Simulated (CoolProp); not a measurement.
Vapour-liquid equilibrium of n-perfluorobutane (1) + R365MFC (2) at 313 K; x and y are mole fractions of (1).

Computed with CoolProp (multi-fluid Helmholtz-energy mixture model, Gao 2022 and Lemmon 2016; pair parameters Bell 2016).

Q: Give the bubble pressure and the first vapour's composition at x = 0.125, 0.425, 0.725. Is there an azeotrope?

A: x = 0.125: 0.2353 MPa, y = 0.597; x = 0.425: 0.3415 MPa, y = 0.758; x = 0.725: 0.3874 MPa, y = 0.841. No azeotrope shows between x = 0.05 and 0.95.

Pair parameters are fitted to limited data, so mixtures are less certain than the pure fluids. With so large a gap from Raoult's law the liquid may split in two, which this calculation doesn't test in full.
